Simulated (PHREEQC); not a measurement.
4.7 g of hydrous ferric oxide (600 m²/g; 0.2 weak and 0.005 strong sites per Fe, Dzombak-Morel constants, diffuse double layer) in 1 kg of water with 0.01 mol/kgw of an inert sodium salt, at 25 °C; the pH is set by adding NaOH or the inert anion's acid. Oxygen is held at 0.21 atm. CO2 from the air is kept out. No solid was allowed to form.

Base run: PHREEQC, ion-association model, wateq4f.dat. Each further column changes one thing. The table gives surface charge σ (C/m²).

```tsv
pH	base	background salt from 0.01 to 0.001 mol/kgw	oxide from 4.7 to 24 g/kgw	0.021 mol/kgw SrCl2 added
4	0.230	0.165	0.271	0.312
4.67	0.151	0.090	0.181	0.240
6	0.051	0.021	0.057	0.103
6.67	0.026	0.009	0.027	0.060
7.33	0.011	0.004	0.011	0.030
8.67	-0.008	-0.003	-0.008	0.006
9.33	-0.020	-0.007	-0.021	0.004
10	-0.041	-0.017	-0.045	0.004
11.33	-0.137	-0.096	-0.159	0.002
12	-0.236	-0.212	-0.261	0.000
```
